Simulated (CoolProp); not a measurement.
The fluid at 798.97 K and 0.313 MPa is compressed adiabatically to 1.87 MPa with isentropic efficiency 0.75. The same conditions are run with several fluids, on thermodynamics alone (safety and materials aside).

The numbers come from the reference Helmholtz-energy equation of state of each fluid (nitrogen: Span 2000; dry air: Lemmon 2000; oxygen: Schmidt 1985; carbon dioxide: Span 1996) in CoolProp. Blends and air are pseudo-pure fits.

Task: Rank nitrogen, dry air, oxygen, carbon dioxide by work (kJ/kg), highest first.

Result: nitrogen (720), dry air (694), oxygen (620), carbon dioxide (416)

```json
[
 {"fluid": "nitrogen", "final temperature (K)": "1405.6", "final density (kg/m³)": "4.46"},
 {"fluid": "dry air", "final temperature (K)": "1398.5", "final density (kg/m³)": "4.64"},
 {"fluid": "oxygen", "final temperature (K)": "1362.6", "final density (kg/m³)": "5.26"},
 {"fluid": "carbon dioxide", "final temperature (K)": "1139.6", "final density (kg/m³)": "8.65"}
]
```

Above 300 K oxygen's equation is extrapolated.
